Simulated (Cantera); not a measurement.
## Adiabatic ignition

An adiabatic, constant-volume homogeneous reactor starts with 12.3 % CO, 5.40 % H₂, 12.4 % O₂, 69.9 % N₂, at 950 K and 47000 Pa.

Detailed kinetics in Cantera: GRI-Mech 3.0 (53 species, 325 reactions).

| t (s) | T (K) | P (bar) | x CO | x H₂ | x O₂ | x O | x NO | x N₂O | x H₂O |
|---|---|---|---|---|---|---|---|---|---|
| 9.00e-6 | 950 | 0.470 | 0.123 | 0.0540 | 0.124 | 1.73e-11 | <1e-12 | <1e-12 | 2.29e-12 |
| 1.84e-5 | 950 | 0.470 | 0.123 | 0.0540 | 0.124 | 3.16e-11 | <1e-12 | <1e-12 | 1.19e-11 |
| 3.76e-5 | 950 | 0.470 | 0.123 | 0.0540 | 0.124 | 5.95e-11 | <1e-12 | <1e-12 | 5.79e-11 |
| 7.69e-5 | 950 | 0.470 | 0.123 | 0.0540 | 0.124 | 1.36e-10 | <1e-12 | <1e-12 | 2.98e-10 |
| 0.000157 | 950 | 0.470 | 0.123 | 0.0540 | 0.124 | 4.76e-10 | <1e-12 | <1e-12 | 1.92e-9 |
| 0.000321 | 950 | 0.470 | 0.123 | 0.0540 | 0.124 | 4.30e-9 | <1e-12 | <1e-12 | 2.42e-8 |
| 0.000656 | 950 | 0.470 | 0.123 | 0.0540 | 0.124 | 3.28e-7 | <1e-12 | <1e-12 | 2.01e-6 |
| 0.00134 | 1774 | 0.843 | 0.0510 | 0.00527 | 0.0585 | 0.0175 | 1.98e-5 | 1.64e-7 | 0.0394 |
| 0.00274 | 2409 | 1.10 | 0.0174 | 0.00134 | 0.0449 | 0.00271 | 0.000476 | 4.48e-7 | 0.0535 |
| 0.00561 | 2441 | 1.11 | 0.0146 | 0.00111 | 0.0433 | 0.00214 | 0.00149 | 4.65e-7 | 0.0543 |
| 0.0115 | 2438 | 1.11 | 0.0145 | 0.00110 | 0.0425 | 0.00209 | 0.00324 | 4.67e-7 | 0.0543 |
| 0.0234 | 2434 | 1.11 | 0.0143 | 0.00109 | 0.0413 | 0.00201 | 0.00565 | 4.75e-7 | 0.0544 |
| 0.0479 | 2430 | 1.11 | 0.0142 | 0.00109 | 0.0402 | 0.00194 | 0.00777 | 4.87e-7 | 0.0545 |
| 0.0978 | 2428 | 1.11 | 0.0142 | 0.00109 | 0.0398 | 0.00192 | 0.00856 | 4.92e-7 | 0.0545 |
| 0.200 | 2428 | 1.11 | 0.0142 | 0.00109 | 0.0398 | 0.00192 | 0.00863 | 4.93e-7 | 0.0545 |
x: mole fraction; the columns are a selection and need not sum to one.

```
Item                                                                 Value
---------------------------------  ---------------------------------------
time of steepest temperature rise                                  1.24 ms
temperature at 0.200 s                                              2428 K
equilibrium temperature                                             2428 K
x(CO) at 0.200 s                     0.0142 (gas-phase equilibrium 0.0142)
x(H₂) at 0.200 s                   0.00109 (gas-phase equilibrium 0.00109)
x(O₂) at 0.200 s                     0.0398 (gas-phase equilibrium 0.0398)
```
